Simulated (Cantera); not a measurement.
**Premixed flame**

A freely propagating, adiabatic, planar premixed flame of CH4 : H2 : O2 : N2 : H2O = 1 : 0.031 : 2.3 : 6.89 : 0.36 (molar parts), equivalence ratio 0.88, unburnt at 700 K and 1.00 bar; mixture-averaged transport, grid criteria slope 0.08 and curve 0.16, no radiation.

Cantera simulation using GRI-Mech 3.0 (53 species, 325 reactions); the numbers are that mechanism's predictions, not measurements. Burning velocities carry a grid error of a few per cent, more on coarse grids.

```csv
z (mm),T (K),u (m/s),x CH4,x H2,x O2,x OH,x HO2,x CO2
-0.820,700,2.10,0.0944,0.00362,0.217,<1e-8,1.90e-7,8.26e-8
-0.547,702,2.11,0.0941,0.00515,0.217,<1e-8,3.08e-6,1.99e-6
-0.410,707,2.13,0.0936,0.00699,0.216,8.23e-8,1.34e-5,1.14e-5
-0.273,743,2.25,0.0906,0.0109,0.213,2.75e-6,7.16e-5,0.000126
-0.137,1055,3.24,0.0684,0.0185,0.186,9.58e-5,0.000180,0.00254
-0.0683,1446,4.49,0.0390,0.0227,0.146,0.000741,0.000257,0.00836
0,1831,5.74,0.0104,0.0229,0.0958,0.00411,0.000173,0.0195
0.0683,2001,6.29,0.00101,0.0181,0.0642,0.0102,3.56e-5,0.0330
0.137,2050,6.42,5.08e-5,0.0150,0.0519,0.0136,1.29e-5,0.0444
0.273,2103,6.55,1.87e-7,0.0140,0.0451,0.0152,9.61e-6,0.0571
0.547,2174,6.73,<1e-8,0.0131,0.0413,0.0155,7.55e-6,0.0653
1.09,2261,6.95,<1e-8,0.0110,0.0383,0.0148,5.69e-6,0.0698
2.19,2346,7.17,<1e-8,0.00837,0.0354,0.0133,4.60e-6,0.0743
```
x: mole fraction of selected species; z is measured from the peak of heat release.

| Item | Result |
|---|---|
| laminar burning velocity | 210 cm/s |
| thermal thickness | 0.273 mm |
| peak x(OH) | 0.0155 |
| peak x(HO2) | 0.000263 |
| grid points | 153 |
